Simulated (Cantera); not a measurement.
A perfectly stirred reactor is fed with CH3OH : O2 : N2 = 0.0054 : 0.016 : 1 (molar parts), equivalence ratio 0.51, at 280000 Pa; it is held at 1425 K, and followed from long to short residence time.

Detailed kinetics in Cantera: GRI-Mech 3.0 (53 species, 325 reactions). GRI-Mech 3.0 was tuned for natural gas; its chemistry of methanol as a main component is partial and can be far from experiment.

```csv
quantity,before,after
x(CH3OH) at τ = 1.70 s,3.99e-7,2.94e-7
x(O2) at τ = 1.70 s,0.00772,0.00772
x(H2O) at τ = 1.70 s,0.0105,0.0105
x(C2H) at τ = 1.70 s,<1e-12,<1e-12
x(NO) at τ = 1.70 s,1.55e-6,5.76e-7
x(CH3OH) at τ = 15.0 ms,7.20e-6,9.79e-6
x(O2) at τ = 15.0 ms,0.00791,0.00793
x(H2O) at τ = 15.0 ms,0.0104,0.0105
x(C2H) at τ = 15.0 ms,<1e-12,<1e-12
x(NO) at τ = 15.0 ms,8.72e-7,5.95e-7
```

Q: Which change was made?
(A) CH3OH 0.0054 to 0.00073 parts
(B) pressure from 280000 Pa to 1100000 Pa
(C) O2 0.016 to 0.029 parts
(D) temperature 1425 to 1525 K

A: B, pressure from 280000 Pa to 1100000 Pa
